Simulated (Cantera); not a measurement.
## Equilibrium for fluorocarbon and chlorocarbon gases: CH2F2 + HCl

Charge: 1 mol CH2F2, 1.4 mol HCl, at 7.50 Torr.

These are equilibrium values from Cantera (NASA tables, ideal gas, pure condensed phases), not measurements of a reactor. Candidate condensed phases: C, C6H6, C7H8, C8H18; 135 gas species. Ions and electrons are included (thermal ionisation). The tables' values for CCl are old estimates; treat these amounts as uncertain. Rates play no part.

```tsv
T (K)	log p HF	log p H	log p HCl	log p F	log p Cl	log p C	log p H2	log p C3	log p C2	n C(graphite)
2000	-2.24	-4.68	-2.43	-6.52	-3.46	-10.52	-3.78	-10.56	-11.63	1.000
2250	-2.25	-3.85	-2.52	-5.65	-3.06	-8.44	-3.44	-8.19	-9.24	0.999
2500	-2.28	-3.24	-2.69	-4.92	-2.79	-6.78	-3.29	-6.30	-7.34	0.994
2750	-2.33	-2.84	-2.99	-4.24	-2.64	-5.42	-3.35	-4.77	-5.79	0.959
3000	-2.42	-2.63	-3.46	-3.60	-2.60	-4.30	-3.66	-3.51	-4.50	0.421
3250	-2.58	-2.51	-3.97	-3.08	-2.62	-3.66	-4.03	-3.39	-4.04	0
3500	-2.87	-2.42	-4.46	-2.78	-2.67	-3.24	-4.39	-3.68	-3.92	0
3750	-3.30	-2.38	-4.92	-2.66	-2.72	-3.00	-4.77	-4.30	-4.05	0
4000	-3.77	-2.37	-5.32	-2.61	-2.74	-2.92	-5.14	-5.22	-4.42	0
4250	-4.21	-2.36	-5.68	-2.60	-2.74	-2.90	-5.49	-6.19	-4.85	0
4500	-4.62	-2.36	-5.99	-2.59	-2.74	-2.90	-5.80	-7.09	-5.26	0
4750	-4.98	-2.36	-6.27	-2.59	-2.75	-2.89	-6.08	-7.91	-5.63	0
5000	-5.31	-2.36	-6.53	-2.59	-2.75	-2.89	-6.34	-8.65	-5.96	0
```
log p: log10 of the partial pressure in bar; n: condensed amount in mol.

From 2000 K to 3000 K the condensed part is C(graphite). From 3250 K to 5000 K nothing is condensed. The main C-bearing gas is C2H2 (acetylene) at 2000 K and C at 5000 K.
